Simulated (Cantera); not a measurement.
Input: 1 mol Al, 0.014 mol O2, 5.7 mol H2, equilibrated at 1798 K and 140000 Pa.

These are equilibrium values from Cantera (NASA tables, ideal gas, pure condensed phases), not measurements of a reactor. Candidate condensed phases: Al, Al2O3, H2O; 19 gas species. Mutual solubility and eutectic melting of coexisting phases are not modelled. Equilibrium is a limit: real reactors are often held back by kinetics, nucleation or transport.

Base state: H2 0.998, Al2O 0.000926, Al 0.000554, AlH 0.000300, H 0.000297 (mole fractions); condensed: Al(l) + Al2O3(s).

**Question.** What changes in the equilibrium state with this change: pressure from 140000 Pa to 17.0 Pa?

**Answer.** 
```
species          before     after
-------------  --------  --------
H2                0.998     0.831
Al             0.000554     0.139
H              0.000297    0.0246
Al2O           0.000926   0.00414
AlH            0.000300  0.000757
Al(l), mol        0.969         0
Al2O3(s), mol   0.00757         0
```

**Question.** What changes in the equilibrium state with this change: 0.018 mol HCl added?

**Answer.** 
```
species          before     after
-------------  --------  --------
H2                0.998     0.995
AlCl                  0   0.00312
Al2O           0.000926  0.000926
HCl                   0   2.04e-5
AlH            0.000300  0.000299
H              0.000297  0.000297
Al             0.000554  0.000554
Al(l), mol        0.969     0.951
Al2O3(s), mol   0.00757   0.00756
```
Further candidate phases: AlCl3.
